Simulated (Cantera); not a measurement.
A Cantera script and what it prints.

```python
import numpy as np
import cantera as ct

gas_names = """
    Br Br2 H HBr H2 Si SiBr SiBr2 SiBr3 SiBr4 SiH SiHBr3 SiH2 SiH2Br2 SiH3 SiH3Br SiH4 Si2 Si3
""".split()
cond_names = """
    Br2(cr) Br2(L) Si(cr) Si(L)
""".split()


# ... load() reads the species with a 1 bar reference pressure and builds the phases ...
atoms = {
    'Si': {'Si': 1},
    'HBr': {'H': 1, 'Br': 1},
}
top_T = {}  # K; cautious upper limits of use, not melting points


# ... equilibrate(T, P, feed) seeds the gas with the atoms and calls Mixture.equilibrate('TP', solver="vcs", rtol=1e-11, max_steps=5000) ...
results = []
feed = {'Si': 1, 'HBr': 1.5}  # mol
T = 800  # K
P = 100000  # Pa
mix = equilibrate(T, P, feed)
results.append((T, P, feed, dict(zip(mix.species_names, mix.species_moles))))
x = sorted(zip(gas.X, gas.species_names), reverse=True)
print(f"T = {T:g} K  P = {P:g} Pa  gas = {mix.phase_moles(0):.4g} mol")
print("   x: " + "  ".join(f"{s} {v:.3e}" for v, s in x if v > 0.0001))
print("   condensed (mol): " + ("  ".join(f"{mix.phase(i).name} {mix.phase_moles(i):.4g}"
      for i in range(1, mix.n_phases) if mix.phase_moles(i) > 1e-12) or "none"))
```

Output:

```
T = 800 K  P = 100000 Pa  gas = 1.117 mol
   x: H2 6.538e-01  SiBr4 3.123e-01  SiHBr3 2.908e-02  HBr 3.491e-03  SiH2Br2 1.265e-03
   condensed (mol): Si(cr) 0.6171
```

These are equilibrium values from Cantera (NASA tables, ideal gas, pure condensed phases), not measurements of a reactor. The tables' values for SiBr3 are old estimates; treat these amounts as uncertain.
